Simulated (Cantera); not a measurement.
A perfectly stirred reactor is fed with CH₄ : O₂ : N₂ = 1 : 3.92 : 14.7 (molar parts), at 500000 Pa; it is adiabatic with a 523 K inlet, and is followed from long to short residence time, starting on the burning branch (τ in s: 0.079, 0.03, 0.011, 0.0043, 0.0017, 0.00063, 0.00024, 9.1e-05, 3.5e-05, 1.3e-05, 5e-06).

Cantera simulation using GRI-Mech 3.0 (53 species, 325 reactions); the numbers are that mechanism's predictions, not measurements.

x: mole fraction; the columns are a selection and need not sum to one.

```
τ (s)    T (K)     x CH₄    x O₂       x O   x CH₂O    x CH₂      x H₂    x CH₃
-------  -----  --------  ------  --------  -------  -------  --------  -------
0.079     1679   1.14e-5  0.0979   1.64e-5  1.05e-6  8.28e-9   1.25e-5  1.96e-6
0.030     1677       ___  0.0979       ___      ___      ___       ___      ___
0.011     1674       ___  0.0981       ___      ___      ___       ___      ___
0.0043    1667   8.70e-5  0.0984   8.49e-5  8.93e-6  1.24e-7   8.91e-5  1.43e-5
0.0017    1654  0.000173  0.0991  0.000141  1.84e-5  2.73e-7  0.000175  2.63e-5
0.00063   1623  0.000417   0.101  0.000215  4.48e-5  5.95e-7  0.000387  5.41e-5
0.00024    523    0.0510   0.200    <1e-12   <1e-12   <1e-12    <1e-12   <1e-12
9.1e-5     523    0.0510   0.200    <1e-12   <1e-12   <1e-12    <1e-12   <1e-12
3.5e-5     523    0.0510   0.200    <1e-12   <1e-12   <1e-12    <1e-12   <1e-12
1.3e-5     523    0.0510   0.200    <1e-12   <1e-12   <1e-12    <1e-12   <1e-12
5.0e-6     523    0.0510   0.200    <1e-12   <1e-12   <1e-12    <1e-12   <1e-12
```

Problem. Some entries are withheld; supply them.

Solution. 
- 0.030, x CH₄: 2.24e-5
- 0.030, x O: 2.77e-5
- 0.030, x CH₂O: 2.13e-6
- 0.030, x CH₂: 2.10e-8
- 0.030, x H₂: 2.34e-5
- 0.030, x CH₃: 3.91e-6
- 0.011, x CH₄: 4.49e-5
- 0.011, x O: 4.93e-5
- 0.011, x CH₂O: 4.44e-6
- 0.011, x CH₂: 5.35e-8
- 0.011, x H₂: 4.61e-5
- 0.011, x CH₃: 7.74e-6
